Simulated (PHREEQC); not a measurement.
A solution holds 5.9 mmol/kgw NaH2PO4 and 0.051 mmol/kgw Na2SO4, at 25 °C. Closed to the air; pH follows from the charge balance.

Model: ion-association model, phreeqc.dat, run in PHREEQC.

```
Property                       Result
--------------------  ---------------
pH                               4.80
ionic strength        0.00610 mol/kgw
specific conductance        474 µS/cm
```

```json
[
 {"species": "Na+", "molality": "0.00600", "activity": "0.00553", "log γ": "-0.036"},
 {"species": "H2PO4-", "molality": "0.00586", "activity": "0.00540", "log γ": "-0.035"},
 {"species": "SO4-2", "molality": "4.99e-5", "activity": "3.60e-5", "log γ": "-0.141"},
 {"species": "HPO4-2", "molality": "2.94e-5", "activity": "2.12e-5", "log γ": "-0.141"},
 {"species": "H+", "molality": "1.70e-5", "activity": "1.58e-5", "log γ": "-0.032"},
 {"species": "H3PO4", "molality": "1.26e-5", "activity": "1.26e-5", "log γ": "0.001"},
 {"species": "NaSO4-", "molality": "1.08e-6", "activity": "9.98e-7", "log γ": "-0.035"},
 {"species": "NaHPO4-", "molality": "2.48e-7", "activity": "2.29e-7", "log γ": "-0.035"},
 {"species": "HSO4-", "molality": "6.01e-8", "activity": "5.53e-8", "log γ": "-0.036"}
]
```

This is a speciation only: nothing precipitates in the calculation. Species that the database lacks are ignored.
